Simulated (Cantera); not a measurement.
**Ammonia decomposition in nitride growth gas**

A perfectly stirred reactor is fed with 41.7 % NH3, 58.3 % H2, at 0.563 atm; it is held at 1825 K, and followed from long to short residence time.

Cantera simulation using the gas-phase N/H chemistry of the illustrative SiF4/NH3 mechanism in the Surface Chemkin manual (1991); the numbers are that mechanism's predictions, not measurements. Walls and surfaces, which speed up NH3 decomposition in real reactors, are not modelled.

```csv
τ (s),x NH3,x H2,x N2H2,x N2,x N,x H,x NH2
2.2,0.0971,0.790,1.17e-7,0.113,1.13e-7,0.000292,9.73e-5
0.96,0.159,0.750,2.28e-7,0.0908,1.20e-7,0.000241,0.000139
0.41,0.238,0.698,3.92e-7,0.0628,1.22e-7,0.000199,0.000184
0.18,0.310,0.652,5.60e-7,0.0374,1.21e-7,0.000171,0.000220
0.077,0.362,0.618,6.91e-7,0.0190,1.20e-7,0.000154,0.000244
0.033,0.391,0.599,7.62e-7,0.00880,1.17e-7,0.000145,0.000255
0.014,0.406,0.590,7.81e-7,0.00379,1.14e-7,0.000139,0.000259
0.0061,0.412,0.586,7.54e-7,0.00158,1.06e-7,0.000134,0.000255
0.0026,0.415,0.584,6.63e-7,0.000585,8.94e-8,0.000126,0.000242
0.0011,0.416,0.584,4.73e-7,0.000173,5.87e-8,0.000109,0.000210
0.00049,0.416,0.583,2.25e-7,3.49e-5,2.31e-8,7.92e-5,0.000153
```
x: mole fraction; the columns are a selection and need not sum to one.
